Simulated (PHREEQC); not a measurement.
A column of 0.5 m (30 cells, dispersivity 0.018 m, 720 s a shift, diffusion coefficient 3e-10 m²/s) holds 0.009 eq of the database's cation exchanger X per kg of pore water, first in equilibrium with 0.0007 mol NH4Cl and 1e-05 mol HCl per kg of water. It is flushed with 0.0024 mol CaCl2 and 1e-05 mol HCl per kg of water, at 15 °C. Values are for the last cell. The system is closed to CO2. Precipitation was switched off in this run.

The numbers come from PHREEQC with the ion-association model, phreeqc.dat.

**Question.** Predict Ca in solution (mol/kgw), NH4 in solution (mol/kgw), NH4X on the exchanger (mol/kgw) at pore volumes = 1.617, 4.217.

**Answer.** 
```
pore volumes  Ca in solution (mol/kgw)  NH4 in solution (mol/kgw)  NH4X on the exchanger (mol/kgw)
------------  ------------------------  -------------------------  -------------------------------
1.617                                0                    0.00469                          0.00900
4.217                          0.00240                    1.33e-6                          4.20e-7
```

Species that the database lacks are ignored.
